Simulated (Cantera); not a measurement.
Input: 1 mol Si3N4, 0.24 mol C, 3.2 mol N2, at 2325 K and 13300 Pa.

Cantera equilibrium calculation (NASA polynomials, part measured and part estimated; ideal gas, pure solids and liquids). Candidate condensed phases: C, Si, SiC, Si3N4; 20 gas species. Mutual solubility and eutectic melting of coexisting phases are not modelled. The tables' values for SiN are old estimates; treat these amounts as uncertain. The numbers say what is thermodynamically allowed, not how fast it happens.

Base state: N2 0.989, Si 0.00870, Si2C 0.000763, Si2N 0.000424, SiN 0.000423, Si2 0.000175, Si3 3.25e-5, SiC2 3.10e-5 (mole fractions); condensed: Si(l) + SiC(s).

Task: What changes in the equilibrium state with this change: pressure from 13300 Pa to 100000 Pa?

Result: 
```json
[
 {"species": "N2", "before": "0.989", "after": "0.998"},
 {"species": "Si", "before": "0.00870", "after": "0.00116"},
 {"species": "Si2N", "before": "0.000424", "after": "0.000156"},
 {"species": "Si2C", "before": "0.000763", "after": "0.000102"},
 {"species": "SiC2", "before": "3.10e-5", "after": "4.13e-6"},
 {"species": "Si2", "before": "0.000175", "after": "2.34e-5"},
 {"species": "Si(l), mol", "before": "2.70", "after": "2.75"},
 {"species": "SiC(s), mol", "before": "0.236", "after": "0.239"}
]
```
